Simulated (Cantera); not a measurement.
## Adiabatic ignition

An adiabatic, constant-pressure homogeneous reactor starts with 3.79 % CH4, 19.4 % O2, 73.1 % N2, 3.67 % H2O, at 1800 K and 1.70 bar.

Detailed kinetics in Cantera: GRI-Mech 3.0 (53 species, 325 reactions).

| t (s) | T (K) | x CH4 | x O2 | x H2O | x NO | x HO2 | x CO2 |
|---|---|---|---|---|---|---|---|
| 3.00e-6 | 1800 | 0.0378 | 0.194 | 0.0368 | 1.72e-12 | 3.15e-6 | 3.03e-9 |
| 7.54e-6 | 1800 | 0.0378 | 0.194 | 0.0368 | 6.68e-12 | 6.99e-6 | 4.22e-8 |
| 1.89e-5 | 1800 | 0.0375 | 0.194 | 0.0369 | 3.45e-11 | 1.59e-5 | 8.95e-7 |
| 4.75e-5 | 1814 | 0.0326 | 0.191 | 0.0405 | 7.37e-10 | 0.000120 | 8.84e-5 |
| 0.000119 | 2373 | <1e-12 | 0.114 | 0.0989 | 7.63e-5 | 9.14e-6 | 0.0310 |
| 0.000300 | 2476 | <1e-12 | 0.115 | 0.105 | 0.000315 | 9.93e-6 | 0.0347 |
| 0.000754 | 2481 | <1e-12 | 0.115 | 0.105 | 0.000818 | 1.01e-5 | 0.0350 |
| 0.00189 | 2479 | <1e-12 | 0.115 | 0.105 | 0.00202 | 1.00e-5 | 0.0350 |
| 0.00475 | 2474 | <1e-12 | 0.113 | 0.105 | 0.00468 | 9.84e-6 | 0.0350 |
| 0.0119 | 2467 | <1e-12 | 0.111 | 0.105 | 0.00931 | 9.51e-6 | 0.0351 |
| 0.0300 | 2460 | <1e-12 | 0.109 | 0.105 | 0.0136 | 9.22e-6 | 0.0352 |
| 0.0754 | 2458 | <1e-12 | 0.109 | 0.105 | 0.0147 | 9.14e-6 | 0.0352 |
| 0.189 | 2458 | <1e-12 | 0.109 | 0.105 | 0.0147 | 9.14e-6 | 0.0352 |
| 0.475 | 2458 | <1e-12 | 0.109 | 0.105 | 0.0147 | 9.14e-6 | 0.0352 |
| 1.19 | 2458 | <1e-12 | 0.109 | 0.105 | 0.0147 | 9.14e-6 | 0.0352 |
| 3.00 | 2458 | <1e-12 | 0.109 | 0.105 | 0.0147 | 9.14e-6 | 0.0352 |
x: mole fraction; the columns are a selection and need not sum to one.

time of steepest temperature rise: 64.6 µs
temperature at 3.00 s: 2458 K
equilibrium temperature: 2458 K
x(CH4) at 3.00 s: <1e-12 (gas-phase equilibrium <1e-12)
x(O2) at 3.00 s: 0.109 (gas-phase equilibrium 0.109)
x(H2O) at 3.00 s: 0.105 (gas-phase equilibrium 0.105)
